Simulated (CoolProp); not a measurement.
Properties of toluene along the isobar 3.86 MPa (Tc = 591.7 K, pc = 4.126 MPa, ω = 0.266).

Model: reference Helmholtz-energy equation of state, Lemmon 2006, in CoolProp. It is a short technical equation, of lower accuracy than the large ones.

```tsv
T (K)	phase	speed of sound (m/s)	Joule-Thomson coefficient (K/MPa)	expansivity (1/kK)
242.1	liquid	1572	-0.5358	0.9984
259	liquid	1493	-0.5171	1.011
275.9	liquid	1418	-0.4962	1.027
292.8	liquid	1345	-0.4737	1.049
309.7	liquid	1274	-0.4499	1.076
326.5	liquid	1207	-0.4251	1.107
343.4	liquid	1141	-0.3988	1.145
360.3	liquid	1076	-0.3710	1.190
377.2	liquid	1013	-0.3413	1.242
394.1	liquid	950.7	-0.3091	1.305
411	liquid	889.3	-0.2734	1.379
427.8	liquid	828.7	-0.2332	1.468
444.7	liquid	767.9	-0.1862	1.578
```
